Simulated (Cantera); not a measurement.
Roasting and sulfation: FeS + SO2 + H2O

A closed system holds: 1 mol FeS, 2.5 mol SO2, 0.16 mol H2O, at 750 Torr.

These are equilibrium values from Cantera (NASA tables, ideal gas, pure condensed phases), not measurements of a reactor. Candidate condensed phases: Fe, FeO, Fe(OH)2, Fe(OH)3, FeS, FeSO4, FeS2, Fe2O3, Fe2(SO4)3, Fe3O4, H2O, H2SO4, S; 22 gas species. Metal and sulfide melt together well below either melting point, which pure phases cannot show. Mutual solubility and eutectic melting of coexisting phases are not modelled. The tables' stoichiometric FeO is somewhat more stable than real wüstite, so its field is too wide. FeO, FeS: taken at fixed stoichiometry. Gases not in the tables: S3 to S7. Equilibrium is a limit: real reactors are often held back by kinetics, nucleation or transport.

```tsv
T (K)	x SO2	x S2	x H2O	x S2O	x SO	n FeS(s)	n Fe3O4(s)	n FeO(s)	n FeS(l)
1148	0.894	0.0415	0.0578	0.00477	0.000185	0.851	0.0497	0	0
1198	0.886	0.0490	0.0576	0.00529	0.000327	0.825	0.0584	0	0
1248	0.877	0.0570	0.0573	0.00581	0.000551	0.797	0.0677	0	0
1298	0.868	0.0655	0.0570	0.00632	0.000891	0.767	0.0775	0	0
1348	0.858	0.0742	0.0567	0.00682	0.00139	0.737	0.0877	0	0
1398	0.848	0.0832	0.0563	0.00729	0.00209	0.705	0.0983	0	0
1448	0.836	0.0944	0.0550	0.00787	0.00307	0.623	0	0.377	0
1498	0.819	0.110	0.0542	0.00862	0.00442	0	0	0.440	0.560
1548	0.805	0.122	0.0535	0.00917	0.00616	0	0	0.492	0.508
1598	0.789	0.135	0.0527	0.00970	0.00840	0	0	0.547	0.453
```
x: gas mole fraction; n: condensed amount in mol.

From 1148 K to 1398 K the condensed part is FeS(s) + Fe3O4(s). At 1448 K the condensed part is FeO(s) + FeS(s). From 1498 K to 1598 K the condensed part is FeO(s) + FeS(l).
